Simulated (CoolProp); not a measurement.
Aqueous propylene glycol as a coolant, at 8 °C, 1 atm.

The numbers come from the Melinder's fits for secondary coolants in CoolProp.

```json
[
 {"mass %": "4.9", "freezing point (°C)": "-1.2", "cp (kJ/(kg K))": "4.128", "density (kg/m³)": "1004", "viscosity (mPa s)": "1.70", "Prandtl number": "12.7"},
 {"mass %": "12.6", "freezing point (°C)": "-3.9", "cp (kJ/(kg K))": "4.035", "density (kg/m³)": "1011", "viscosity (mPa s)": "2.29", "Prandtl number": "17.9"},
 {"mass %": "20.3", "freezing point (°C)": "-7.3", "cp (kJ/(kg K))": "3.949", "density (kg/m³)": "1019", "viscosity (mPa s)": "3.14", "Prandtl number": "25.9"},
 {"mass %": "28", "freezing point (°C)": "-11.5", "cp (kJ/(kg K))": "3.852", "density (kg/m³)": "1027", "viscosity (mPa s)": "4.43", "Prandtl number": "38.4"},
 {"mass %": "35.7", "freezing point (°C)": "-16.9", "cp (kJ/(kg K))": "3.739", "density (kg/m³)": "1035", "viscosity (mPa s)": "6.31", "Prandtl number": "57.4"},
 {"mass %": "43.4", "freezing point (°C)": "-24.0", "cp (kJ/(kg K))": "3.608", "density (kg/m³)": "1042", "viscosity (mPa s)": "8.92", "Prandtl number": "84.9"},
 {"mass %": "51.1", "freezing point (°C)": "-33.8", "cp (kJ/(kg K))": "3.463", "density (kg/m³)": "1047", "viscosity (mPa s)": "12.4", "Prandtl number": "123"},
 {"mass %": "58.8", "freezing point (°C)": "-47.4", "cp (kJ/(kg K))": "3.310", "density (kg/m³)": "1051", "viscosity (mPa s)": "16.8", "Prandtl number": "173"}
]
```
